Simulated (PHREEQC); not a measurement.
A PHREEQC input (ion-association model, wateq4f.dat):

```
SOLUTION 1
  temp 25
  units mg/kgw
  pH 7.08
  pe 0.2
  Na 13.9
  K 27.9
  Ca 27.2
  Mg 34.3
  Cl 83.8
  S(6) 65.8 as SO4
  Alkalinity 99 as HCO3
  Zn 4.59
END
USE solution 1
EQUILIBRIUM_PHASES 1
  Gyppsum 0 0
  CO2(g) -3.4 10
END
```

It stops with these messages:

```
ERROR: Phase not found in database, Gyppsum.
ERROR: Calculations terminating due to input errors.
```

The fault: the phase Gypsum misspelt. The line should read `Gypsum` where the input has `Gyppsum`. With the mend the run ends at pH 8.33 and ionic strength 0.00762 mol/kgw.
